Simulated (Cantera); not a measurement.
What does this Cantera script print?

```python
import numpy as np
import cantera as ct

gas = ct.Solution("gri30.yaml")
gas.TPX = 473, 100000, {'CH3OH': 1, 'O2': 1.25, 'N2': 4.62, 'H2O': 1.7}
flame = ct.FreeFlame(gas, width=0.04)
flame.set_refine_criteria(ratio=3, slope=0.08, curve=0.16)
flame.transport_model = "mixture-averaged"
flame.solve(loglevel=0, auto=True)
z, T = flame.grid, flame.T
thick = (T[-1] - T[0]) / np.gradient(T, z).max()
show = ['CH3OH', 'O2', 'H2O', 'H', 'C2H', 'C2H2']
print(f"laminar burning velocity  {flame.velocity[0] * 100:.3f} cm/s")
print(f"burnt temperature         {T[-1]:.1f} K")
print(f"thermal thickness         {thick * 1e3:.4f} mm")
print(f"grid points               {len(z)}")
z0 = z[flame.heat_release_rate.argmax()]
print(f"{'z/mm':>9s}{'T/K':>9s}{'u/(m/s)':>9s}" + "".join(f"{s:>11s}" for s in show))
rows = []
for k in (-3, -2, -1.5, -1, -0.5, -0.25, 0, 0.25, 0.5, 1, 2, 4, 8):
    zz = z0 + k * thick
    rows.append([k * thick, np.interp(zz, z, T), np.interp(zz, z, flame.velocity),
                 *(np.interp(zz, z, flame.X[gas.species_index(s)]) for s in show)])
    print(f"{rows[-1][0] * 1e3:9.3f}{rows[-1][1]:9.1f}{rows[-1][2]:9.3f}" + "".join(f"{x:11.3e}" for x in rows[-1][3:]))
```

Output:

```
laminar burning velocity  66.083 cm/s
burnt temperature         1967.5 K
thermal thickness         0.3684 mm
grid points               126
     z/mm      T/K  u/(m/s)      CH3OH         O2        H2O          H        C2H       C2H2
   -1.105    473.3    0.663  1.164e-01  1.454e-01  1.979e-01  4.517e-18  2.866e-33  2.471e-11
   -0.737    475.7    0.669  1.158e-01  1.446e-01  1.974e-01  4.507e-16  2.018e-30  3.330e-10
   -0.553    485.5    0.686  1.149e-01  1.432e-01  1.981e-01  3.083e-14  3.690e-28  1.954e-09
   -0.368    547.9    0.784  1.106e-01  1.372e-01  2.051e-01  2.308e-11  1.476e-24  1.732e-08
   -0.184    855.5    1.265  8.413e-02  1.105e-01  2.414e-01  3.669e-07  4.115e-17  1.467e-07
   -0.092   1171.7    1.781  4.781e-02  8.066e-02  2.794e-01  4.266e-05  3.209e-13  3.460e-07
    0.000   1509.5    2.361  6.681e-03  4.628e-02  3.232e-01  1.523e-03  1.066e-10  6.971e-07
    0.092   1640.3    2.569  5.670e-05  2.553e-02  3.444e-01  5.824e-03  3.918e-10  4.859e-07
    0.184   1698.5    2.645  1.912e-07  1.464e-02  3.514e-01  8.028e-03  1.260e-10  8.865e-08
    0.368   1768.1    2.731  1.514e-09  7.375e-03  3.538e-01  8.078e-03  3.192e-12  1.686e-09
    0.737   1837.3    2.820  9.182e-13  4.018e-03  3.563e-01  6.111e-03  4.106e-15  2.107e-12
    1.473   1894.4    2.898  2.696e-15  2.045e-03  3.613e-01  3.871e-03  5.578e-19  3.424e-16
    2.947   1932.4    2.949  1.926e-15  8.560e-04  3.654e-01  2.243e-03  9.500e-22  8.338e-19
```

Cantera simulation using GRI-Mech 3.0 (53 species, 325 reactions); the numbers are that mechanism's predictions, not measurements. GRI-Mech 3.0 was tuned for natural gas; its chemistry of methanol as a main component is partial and can be far from experiment. Burning velocities carry a grid error of a few per cent, more on coarse grids.
